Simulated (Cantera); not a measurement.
## Transport properties of process gases

Gas mixture: CO : CH3OH : C3H8 = 0.45 : 0.37 : 0.28 (molar parts), at 101000 Pa, frozen composition.

Cantera's kinetic-theory transport with the Lennard-Jones parameters of GRI-Mech 3.0, ideal gas; thermal conductivity in the mixture-averaged form. Polar gases are described roughly by these parameters. The composition is frozen, though it would react at the higher temperatures.

```json
[
 {"T (K)": "400", "ρ (kg/m³)": "1.02", "cp (J/kg/K)": "1592", "μ (µPa s)": "14.8", "λ (mW/m/K)": "30.2", "Pr": "0.781", "D (cm²/s) H2": "1.03", "D (cm²/s) C2H2": "0.210", "D (cm²/s) CH4": "0.287"},
 {"T (K)": "650", "ρ (kg/m³)": "0.627", "cp (J/kg/K)": "2123", "μ (µPa s)": "22.4", "λ (mW/m/K)": "56.9", "Pr": "0.836", "D (cm²/s) H2": "2.35", "D (cm²/s) C2H2": "0.510", "D (cm²/s) CH4": "0.683"},
 {"T (K)": "900", "ρ (kg/m³)": "0.453", "cp (J/kg/K)": "2507", "μ (µPa s)": "28.9", "λ (mW/m/K)": "83.6", "Pr": "0.868", "D (cm²/s) H2": "4.06", "D (cm²/s) C2H2": "0.904", "D (cm²/s) CH4": "1.20"},
 {"T (K)": "1150", "ρ (kg/m³)": "0.355", "cp (J/kg/K)": "2781", "μ (µPa s)": "34.7", "λ (mW/m/K)": "109", "Pr": "0.885", "D (cm²/s) H2": "6.12", "D (cm²/s) C2H2": "1.38", "D (cm²/s) CH4": "1.82"},
 {"T (K)": "1400", "ρ (kg/m³)": "0.291", "cp (J/kg/K)": "2979", "μ (µPa s)": "39.9", "λ (mW/m/K)": "133", "Pr": "0.895", "D (cm²/s) H2": "8.48", "D (cm²/s) C2H2": "1.93", "D (cm²/s) CH4": "2.54"},
 {"T (K)": "1650", "ρ (kg/m³)": "0.247", "cp (J/kg/K)": "3130", "μ (µPa s)": "44.7", "λ (mW/m/K)": "155", "Pr": "0.903", "D (cm²/s) H2": "11.1", "D (cm²/s) C2H2": "2.54", "D (cm²/s) CH4": "3.34"},
 {"T (K)": "1900", "ρ (kg/m³)": "0.215", "cp (J/kg/K)": "3243", "μ (µPa s)": "49.2", "λ (mW/m/K)": "176", "Pr": "0.907", "D (cm²/s) H2": "14.1", "D (cm²/s) C2H2": "3.22", "D (cm²/s) CH4": "4.23"}
]
```
D: mixture-averaged diffusion coefficient of that species in the mixture.
